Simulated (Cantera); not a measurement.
An isothermal, constant-pressure homogeneous reactor starts with 53.4 % NH3, 46.6 % N2, at 1475 K and 200000 Pa.

Detailed kinetics in Cantera: the gas-phase N/H chemistry of the illustrative SiF4/NH3 mechanism in the Surface Chemkin manual (1991). Walls and surfaces, which speed up NH3 decomposition in real reactors, are not modelled.

x: mole fraction; the columns are a selection and need not sum to one.

| t (s) | x NH3 | x N2H2 | x N2 | x NH2 | x N2H4 | x H2 |
|---|---|---|---|---|---|---|
| 5.00e-6 | 0.534 | <1e-12 | 0.466 | [?] | <1e-12 | 2.23e-8 |
| 2.51e-5 | 0.534 | 2.81e-12 | 0.466 | [?] | 1.09e-11 | 1.15e-7 |
| 0.000126 | 0.534 | 1.75e-10 | 0.466 | [?] | 3.97e-10 | 5.78e-7 |
| 0.000631 | 0.534 | 5.83e-9 | 0.466 | [?] | 1.06e-8 | 3.05e-6 |
| 0.00316 | 0.534 | 9.32e-8 | 0.466 | [?] | 1.52e-7 | 2.91e-5 |
| 0.0159 | 0.534 | 1.33e-7 | 0.466 | 2.57e-5 | 2.15e-7 | 0.000276 |
| 0.0795 | 0.533 | 1.32e-7 | 0.466 | 2.55e-5 | 2.12e-7 | 0.00153 |
| 0.399 | 0.527 | 1.26e-7 | 0.466 | 2.48e-5 | 2.00e-7 | 0.00767 |
| 2.00 | 0.499 | 1.02e-7 | 0.466 | [?] | 1.63e-7 | 0.0348 |

**Question.** Complete the blanks.

**Answer.** 
- 5.00e-6, x NH2: 4.53e-8
- 2.51e-5, x NH2: 2.30e-7
- 0.000126, x NH2: 1.15e-6
- 0.000631, x NH2: 5.73e-6
- 0.00316, x NH2: 2.16e-5
- 2.00, x NH2: 2.23e-5
